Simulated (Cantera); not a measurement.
A freely propagating, adiabatic, planar premixed flame of 3.15 % C2H4, 13.3 % O2, 61.1 % N2, 22.4 % CO2, unburnt at 325 K and 0.110 bar; mixture-averaged transport, grid criteria slope 0.08 and curve 0.16, no radiation.

Cantera simulation using GRI-Mech 3.0 (53 species, 325 reactions); the numbers are that mechanism's predictions, not measurements. Burning velocities carry a grid error of a few per cent, more on coarse grids.

x: mole fraction of selected species; z is measured from the peak of heat release.

```json
[
 {"z (mm)": "-19.9", "T (K)": "325", "u (m/s)": "0.162", "x C2H4": "0.0315", "x O2": "0.133", "x CO2": "0.224", "x C2H6": "<1e-8", "x HCO": "<1e-8", "x H2O2": "1.12e-7"},
 {"z (mm)": "-13.3", "T (K)": "327", "u (m/s)": "0.163", "x C2H4": "0.0315", "x O2": "0.133", "x CO2": "0.224", "x C2H6": "?", "x HCO": "<1e-8", "x H2O2": "?"},
 {"z (mm)": "-9.94", "T (K)": "334", "u (m/s)": "0.167", "x C2H4": "0.0313", "x O2": "0.132", "x CO2": "0.224", "x C2H6": "2.82e-7", "x HCO": "<1e-8", "x H2O2": "5.49e-6"},
 {"z (mm)": "-6.63", "T (K)": "381", "u (m/s)": "0.190", "x C2H4": "0.0304", "x O2": "0.128", "x CO2": "0.223", "x C2H6": "2.78e-6", "x HCO": "<1e-8", "x H2O2": "3.10e-5"},
 {"z (mm)": "-3.31", "T (K)": "631", "u (m/s)": "0.318", "x C2H4": "0.0226", "x O2": "0.107", "x CO2": "0.227", "x C2H6": "2.83e-5", "x HCO": "4.25e-8", "x H2O2": "0.000114"},
 {"z (mm)": "-1.66", "T (K)": "888", "u (m/s)": "0.450", "x C2H4": "0.0124", "x O2": "0.0852", "x CO2": "0.233", "x C2H6": "5.92e-5", "x HCO": "1.97e-6", "x H2O2": "8.16e-5"},
 {"z (mm)": "0", "T (K)": "1118", "u (m/s)": "0.568", "x C2H4": "?", "x O2": "?", "x CO2": "0.244", "x C2H6": "?", "x HCO": "?", "x H2O2": "?"},
 {"z (mm)": "1.66", "T (K)": "1210", "u (m/s)": "0.613", "x C2H4": "8.93e-5", "x O2": "0.0526", "x CO2": "0.255", "x C2H6": "1.79e-7", "x HCO": "1.54e-6", "x H2O2": "5.80e-7"},
 {"z (mm)": "3.31", "T (K)": "1242", "u (m/s)": "0.628", "x C2H4": "8.41e-7", "x O2": "0.0485", "x CO2": "0.262", "x C2H6": "<1e-8", "x HCO": "4.60e-8", "x H2O2": "3.05e-7"},
 {"z (mm)": "6.63", "T (K)": "1285", "u (m/s)": "0.647", "x C2H4": "<1e-8", "x O2": "0.0450", "x CO2": "0.270", "x C2H6": "<1e-8", "x HCO": "<1e-8", "x H2O2": "2.83e-7"},
 {"z (mm)": "13.3", "T (K)": "1333", "u (m/s)": "0.669", "x C2H4": "<1e-8", "x O2": "0.0426", "x CO2": "0.276", "x C2H6": "<1e-8", "x HCO": "<1e-8", "x H2O2": "2.13e-7"},
 {"z (mm)": "26.5", "T (K)": "1374", "u (m/s)": "0.687", "x C2H4": "<1e-8", "x O2": "0.0408", "x CO2": "0.280", "x C2H6": "<1e-8", "x HCO": "<1e-8", "x H2O2": "1.32e-7"},
 {"z (mm)": "53.0", "T (K)": "1401", "u (m/s)": "0.700", "x C2H4": "<1e-8", "x O2": "0.0395", "x CO2": "0.283", "x C2H6": "<1e-8", "x HCO": "<1e-8", "x H2O2": "7.29e-8"}
]
```

Problem. Complete the blanks.

Solution. 
- -13.3, x C2H6: 3.31e-8
- -13.3, x H2O2: 1.04e-6
- 0, x C2H4: 0.00267
- 0, x O2: 0.0634
- 0, x C2H6: 1.63e-5
- 0, x HCO: 7.15e-6
- 0, x H2O2: 1.34e-5
